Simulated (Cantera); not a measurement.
Charge: 1 mol TiO2, 37 mol HCl, held at 0.100 bar.

Method: chemical equilibrium by Gibbs-energy minimisation in Cantera with the NASA 1993 tables (ideal gas, pure condensed phases). Candidate condensed phases: H2O, Ti, TiCl2, TiCl3, TiCl4, TiO, TiO2, Ti2O3, Ti3O5, Ti4O7; 23 gas species. Equilibrium is a limit: real reactors are often held back by kinetics, nucleation or transport.

log p: log10 of the partial pressure in bar; n: condensed amount in mol.

| T (K) | log p HCl | log p Cl | log p H2O | log p H2 | log p TiCl4 | log p TiCl3 | log p TiOCl2 | n TiO2(rutile) |
|---|---|---|---|---|---|---|---|---|
| 1373 | -1.00 | -4.30 | -3.37 | -4.53 | -3.67 | -5.83 | … | 0.921 |
| 1423 | -1.00 | -4.09 | -3.34 | -4.35 | -3.65 | -5.55 | … | 0.916 |
| 1473 | -1.00 | -3.90 | -3.32 | -4.18 | -3.63 | -5.29 | … | 0.911 |
| 1523 | -1.00 | -3.73 | -3.30 | -4.02 | -3.61 | -5.04 | … | 0.907 |
| 1573 | -1.01 | -3.56 | -3.27 | -3.86 | -3.60 | -4.82 | … | 0.902 |
| 1623 | -1.01 | -3.41 | -3.25 | -3.72 | -3.59 | -4.61 | … | 0.897 |
| 1673 | -1.01 | -3.27 | -3.23 | -3.58 | -3.59 | -4.42 | … | 0.891 |
| 1723 | -1.01 | -3.13 | -3.21 | -3.45 | -3.60 | -4.25 | … | 0.884 |
| 1773 | -1.01 | -3.00 | -3.18 | -3.33 | -3.61 | -4.10 | … | 0.877 |
| 1823 | -1.01 | -2.88 | -3.16 | -3.22 | -3.64 | -3.96 | … | 0.868 |

Task: Complete the blanks.

Result: 
- 1373, log p TiOCl2: -7.65
- 1423, log p TiOCl2: -7.24
- 1473, log p TiOCl2: -6.86
- 1523, log p TiOCl2: -6.50
- 1573, log p TiOCl2: -6.17
- 1623, log p TiOCl2: -5.87
- 1673, log p TiOCl2: -5.58
- 1723, log p TiOCl2: -5.31
- 1773, log p TiOCl2: -5.07
- 1823, log p TiOCl2: -4.84
